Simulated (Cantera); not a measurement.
## Silicon carbide growth: (CH₃)₂SiCl₂ + HCl + H₂ + CH₄

Charge: 1 mol (CH₃)₂SiCl₂, 2.7 mol HCl, 3 mol H₂, 0.21 mol CH₄, equilibrated at 0.260 bar.

Cantera equilibrium calculation (NASA polynomials, part measured and part estimated; ideal gas, pure solids and liquids). Candidate condensed phases: C, C₆H₆, C₇H₈, C₈H₁₈, Si, SiC; 109 gas species. The feed counts by its element totals alone. The tables' values for SiCl₃, SiCl are old estimates; treat these amounts as uncertain. Equilibrium is a limit: real reactors are often held back by kinetics, nucleation or transport.

From 1375 K to 2025 K the condensed part is C(graphite) + SiC(s). The main Si-bearing gas is SiCl₄ at 1375 K and SiCl₂ at 2025 K. The share of Si in condensed phases is highest at 1575 K (79.9 %) and lowest at 2025 K (61.3 %).

| T (K) | log p H₂ | log p HCl | log p SiCl₂ | log p SiCl₄ | n C(graphite) | n SiC(s) |
|---|---|---|---|---|---|---|
| 1375 | -0.80 | -1.03 | -3.17 | -2.21 | 1.53 | 0.679 |
| 1425 | -0.81 | -1.00 | -2.99 | -2.36 | 1.47 | 0.732 |
| 1475 | -0.82 | -0.99 | -2.84 | -2.52 | 1.44 | 0.769 |
| 1525 | -0.83 | -0.98 | -2.70 | -2.70 | 1.42 | 0.790 |
| 1575 | -0.83 | -0.97 | -2.59 | -2.89 | 1.41 | 0.799 |
| 1625 | -0.83 | -0.97 | -2.50 | -3.08 | 1.41 | 0.796 |
| 1675 | -0.83 | -0.97 | -2.41 | -3.27 | 1.42 | 0.786 |
| 1725 | -0.83 | -0.97 | -2.34 | -3.46 | 1.44 | 0.769 |
| 1775 | -0.83 | -0.97 | -2.27 | -3.65 | 1.46 | 0.749 |
| 1825 | -0.83 | -0.98 | -2.21 | -3.83 | 1.48 | 0.725 |
| 1875 | -0.83 | -0.98 | -2.16 | -4.01 | 1.51 | 0.699 |
| 1925 | -0.83 | -0.99 | -2.11 | -4.18 | 1.53 | 0.671 |
| 1975 | -0.83 | -0.99 | -2.07 | -4.35 | 1.56 | 0.642 |
| 2025 | -0.83 | -1.00 | -2.03 | -4.51 | 1.59 | 0.613 |
log p: log10 of the partial pressure in bar; n: condensed amount in mol.
